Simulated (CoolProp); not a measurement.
Benzene along the isotherm 600.9 K: Z from the reference equation and from simpler models built on Tc = 562.0 K, pc = 4.906 MPa, ω = 0.211; each cubic takes its own stable root.

Values from CoolProp's reference Helmholtz-energy equation of state, Thol 2012.

```tsv
p (MPa)	phase	reference	Redlich-Kwong	Peng-Robinson
0.155	gas	0.9913	0.9911	0.9902
0.234	gas	0.9869	0.9865	0.9852
0.353	gas	0.9801	0.9796	0.9776
0.533	gas	0.9699	0.9690	0.9660
0.804	gas	0.9541	0.9528	0.9484
1.21	gas	0.9299	0.9279	0.9216
1.83	gas	0.8915	0.8884	0.8793
2.76	gas	0.8293	0.8248	0.8126
4.16	gas	0.7216	0.7151	0.7018
6.28	supercritical	0.5015	0.4870	0.4976
9.47	supercritical	0.3451	0.3914	0.3777
14.3	supercritical	0.4365	0.4860	0.4521
21.6	supercritical	0.5961	0.6459	0.5926
32.5	supercritical	0.8296	0.8784	0.8002
49.1	supercritical	1.169	1.216	1.104
```
